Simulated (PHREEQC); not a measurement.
Buffer: an equilibrium model

Make-up at 20 °C: 0.41 mol H3PO4 and 0.00024 mol NaOH per kg of water. Closed to the air; pH follows from the charge balance.

Model: ion-association model, wateq4f.dat, run in PHREEQC.

Each row changes one thing in this solution. No solid was allowed to form.

| case | pH | ionic strength (mol/kgw) | H3PO4 (mol/kgw) | H2PO4- (mol/kgw) | HPO4-2 (mol/kgw) | NaHPO4- (mol/kgw) |
|---|---|---|---|---|---|---|
| as made | 1.29 | 0.0608 | 0.349 | 0.0608 | 1.33e-7 | 2.72e-11 |
| NaOH replaced by Na2HAsO4 at the same molality | 1.29 | 0.0610 | 0.349 | 0.0609 | 1.33e-7 | 5.46e-11 |
| H3PO4 replaced by KH2PO4 at the same molality | 4.34 | 0.412 | 0.00163 | 0.406 | 0.00164 | 1.82e-7 |
| H3PO4 from 0.41 to 0.615 mol/kgw | ? | 0.0767 | 0.538 | 0.0767 | 1.41e-7 | 2.71e-11 |
| H3PO4 from 0.41 to 0.369 mol/kgw | 1.31 | 0.0573 | ? | 0.0573 | 1.31e-7 | 2.73e-11 |
| NaOH from 0.00024 to 0.0024 mol/kgw | 1.30 | 0.0619 | 0.348 | 0.0619 | 1.38e-7 | ? |
| H3PO4 from 0.41 to 0.082 mol/kgw | 1.69 | 0.0236 | 0.0584 | 0.0236 | 1.06e-7 | 2.79e-11 |

Question: Fill in the missing entries.

Answer: 
- H3PO4 from 0.41 to 0.615 mol/kgw, pH: 1.19
- H3PO4 from 0.41 to 0.369 mol/kgw, H3PO4 (mol/kgw): 0.312
- NaOH from 0.00024 to 0.0024 mol/kgw, NaHPO4- (mol/kgw): 2.82e-10

Complexes and solids missing from the database can't appear. H3PO4, which wateq4f.dat lacks, is added to it with the constant of phreeqc.dat.
